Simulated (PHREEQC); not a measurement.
Acid rinse or clean

Dissolve 17.2 mmol/kgw H2SO4, 0.065 mmol/kgw AlCl3 and 54 mmol/kgw MgCl2 at 46 °C. Closed to the air; pH follows from the charge balance.

Model: ion-association model, wateq4f.dat, run in PHREEQC.

This is a speciation only: nothing precipitates in the calculation.

### Question
Predict the pH, ionic strength.

### Answer
pH 1.64; ionic strength 0.173 mol/kgw.

### Question
In which forms is Al present?

### Answer
Al+3 52 %, AlSO4+ 46 %, Al(SO4)2- 1.9 % of the Al.

Constants without temperature data keep their 25 °C values here.
